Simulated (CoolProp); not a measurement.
Aqueous potassium carbonate as a coolant, at 26 °C, 1 atm.

The numbers come from the Melinder's fits for secondary coolants in CoolProp.

```
mass %  freezing point (°C)  density (kg/m³)  Prandtl number  viscosity (mPa s)  conductivity (W/(m K))
------  -------------------  ---------------  --------------  -----------------  ----------------------
1                      -0.3             1006            6.02              0.888                   0.608
4.4                    -1.4             1037            6.26              0.961                   0.605
7.8                    -2.7             1068            6.62               1.05                   0.601
11.2                   -4.1             1100            7.06               1.15                   0.597
14.6                   -5.7             1133            7.57               1.28                   0.594
18                     -7.5             1167            8.16               1.42                   0.591
21.4                   -9.8             1202            8.85               1.59                   0.588
24.8                  -12.6             1238            9.71               1.81                   0.584
28.2                  -16.3             1275            10.8               2.08                   0.581
31.6                  -20.9             1313            12.3               2.42                   0.577
35                    -26.7             1352            14.2               2.86                   0.572
38.4                  -33.7             1392            16.7               3.44                   0.568
```
